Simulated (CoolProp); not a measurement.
Vapour pressure (MPa) of methanol: the reference equation beside estimates from Tc = 240.2 °C, pc = 8.216 MPa, ω = 0.565. Clausius-Clapeyron is anchored at 82.15 °C with a constant enthalpy of vaporisation of 34.11 kJ/mol.

The numbers come from the reference Helmholtz-energy equation of state, de Reuck 1993 in CoolProp.

```json
[
 {"T (°C)": "82.15", "reference": "0.1954", "Lee-Kesler": "0.1932", "Clausius-Clapeyron": "0.1954"},
 {"T (°C)": "85.45", "reference": "0.2192", "Lee-Kesler": "0.2177", "Clausius-Clapeyron": "0.2173"},
 {"T (°C)": "88.85", "reference": "0.2460", "Lee-Kesler": "0.2455", "Clausius-Clapeyron": "0.2420"},
 {"T (°C)": "92.25", "reference": "0.2756", "Lee-Kesler": "0.2760", "Clausius-Clapeyron": "0.2689"},
 {"T (°C)": "95.55", "reference": "0.3069", "Lee-Kesler": "0.3084", "Clausius-Clapeyron": "0.2973"},
 {"T (°C)": "98.95", "reference": "0.3422", "Lee-Kesler": "(withheld)", "Clausius-Clapeyron": "0.3291"},
 {"T (°C)": "102.25", "reference": "0.3795", "Lee-Kesler": "0.3835", "Clausius-Clapeyron": "0.3626"},
 {"T (°C)": "105.65", "reference": "0.4213", "Lee-Kesler": "0.4268", "Clausius-Clapeyron": "0.4000"},
 {"T (°C)": "109.05", "reference": "0.4668", "Lee-Kesler": "0.4738", "Clausius-Clapeyron": "0.4404"},
 {"T (°C)": "112.35", "reference": "0.5147", "Lee-Kesler": "0.5233", "Clausius-Clapeyron": "(withheld)"},
 {"T (°C)": "115.75", "reference": "0.5680", "Lee-Kesler": "0.5783", "Clausius-Clapeyron": "0.5299"},
 {"T (°C)": "119.15", "reference": "0.6257", "Lee-Kesler": "0.6378", "Clausius-Clapeyron": "(withheld)"},
 {"T (°C)": "122.45", "reference": "0.6861", "Lee-Kesler": "0.7000", "Clausius-Clapeyron": "0.6335"},
 {"T (°C)": "125.85", "reference": "0.7531", "Lee-Kesler": "0.7688", "Clausius-Clapeyron": "0.6921"}
]
```

Question: Some entries are withheld; supply them.

Answer: 
- 98.95, Lee-Kesler: 0.3449
- 112.35, Clausius-Clapeyron: 0.4828
- 119.15, Clausius-Clapeyron: 0.5806

Absolute difference from the reference over all 14 rows, mean and median: Lee-Kesler 1.2 and 1.2 %, Clausius-Clapeyron 4.5 and 4.8 %.
